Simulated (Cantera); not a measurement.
Cantera run:

```python
import numpy as np
import cantera as ct

gas_names = """
    B BH BH2 BH3 BN B2 H H2 N NH NH2 NH3 N2 N2H2 N2H4
""".split()
cond_names = """
    B(b) B(L) BN(s)
""".split()


# ... load() reads the species with a 1 bar reference pressure and builds the phases ...
atoms = {
    'B2H6': {'B': 2, 'H': 6},
    'H2': {'H': 2},
    'N2': {'N': 2},
}
top_T = {'BN(s)': 3200}  # K; cautious upper limits of use, not melting points


# ... equilibrate(T, P, feed) seeds the gas with the atoms and calls Mixture.equilibrate('TP', solver="vcs", rtol=1e-11, max_steps=5000) ...
results = []
feed = {'B2H6': 1, 'H2': 1.6, 'N2': 0.52}  # mol
P = 133.322  # Pa
for T in [1025, 1125, 1225, 1325, 1425, 1525, 1625, 1725, 1825]:
    mix = equilibrate(T, P, feed)
    results.append((T, P, feed, dict(zip(mix.species_names, mix.species_moles))))

top = {s: max(r[3][s] / sum(r[3][g] for g in gas_names) for r in results) for s in gas_names}
cols = sorted((s for s in top if top[s] > 1e-05), key=lambda s: -top[s])[:8]
seen = [c for c in cond_names if any(r[3].get(c, 0) > 1e-12 for r in results)]
print("log10 of partial pressures in bar; condensed amounts in mol")
print(f"{'T/K':>10s}" + "".join(f"{s[:9]:>10s}" for s in cols + seen))
for T, P, feed, n in results:
    ng = sum(n[g] for g in gas_names)
    print(f"{T:10.4g}" + "".join(f"{np.log10(max(n[s] / ng * P / 1e5, 1e-99)):10.3f}" for s in cols)
          + "".join(f"{n.get(c, 0):10.4g}" for c in seen))
```

Result:

```
log10 of partial pressures in bar; condensed amounts in mol
       T/K        H2         H        N2       BH2      B(b)     BN(s)
      1025    -2.875    -9.798   -16.351   -11.024      0.96      1.04
      1125    -2.875    -8.790   -14.076   -10.138      0.96      1.04
      1225    -2.875    -7.944   -12.175    -9.399      0.96      1.04
      1325    -2.875    -7.224   -10.563    -8.772      0.96      1.04
      1425    -2.875    -6.604    -9.179    -8.235      0.96      1.04
      1525    -2.875    -6.064    -7.979    -7.770      0.96      1.04
      1625    -2.876    -5.589    -6.927    -7.363    0.9607     1.039
      1725    -2.878    -5.170    -5.999    -7.006    0.9666     1.033
      1825    -2.883    -4.797    -5.173    -6.692     1.006    0.9932
```

Method: chemical equilibrium by Gibbs-energy minimisation in Cantera with the NASA 1993 tables (ideal gas, pure condensed phases). The feed counts by its element totals alone. N2 is the only nitrogen source here; it is nearly inert below about 1500 K, so the nitride shown seldom forms there in practice. Mutual solubility and eutectic melting of coexisting phases are not modelled. The tables' values for BH2 are old estimates; treat these amounts as uncertain.
